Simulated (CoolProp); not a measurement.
Saturation properties of carbonyl sulfide.

Values from CoolProp's reference Helmholtz-energy equation of state, Lemmon 2006. It is a short technical equation, of lower accuracy than the large ones.

```tsv
T (°C)	p (bar)	liquid density (kg/m³)	enthalpy of vaporisation (kJ/kg)	liquid cp (kJ/(kg K))	vapour Z	surface tension (mN/m)
29.65	14.35	976.5	239.8	1.393	0.8212	7.56
32.65	15.42	967.4	236.2	1.409	0.8120	7.14
35.65	16.54	958.1	232.5	1.427	0.8025	6.73
38.65	17.71	948.5	228.7	1.446	0.7927	6.33
41.65	18.95	938.8	224.7	1.467	0.7825	5.93
44.55	20.20	929.1	220.8	1.489	0.7723	5.56
47.55	21.55	918.8	216.6	1.513	0.7613	5.18
50.55	22.98	908.3	212.2	1.540	0.7500	4.81
53.55	24.46	897.4	207.7	1.570	0.7382	4.44
56.55	26.02	886.2	203.0	1.602	0.7260	4.09
59.45	27.59	875.0	198.2	1.638	0.7138	3.75
62.45	29.29	863.1	193.1	1.679	0.7005	3.41
```

It boils at -50.2 °C under 1 atm.

Surface tension comes from a separate correlation (Mulero 2012).
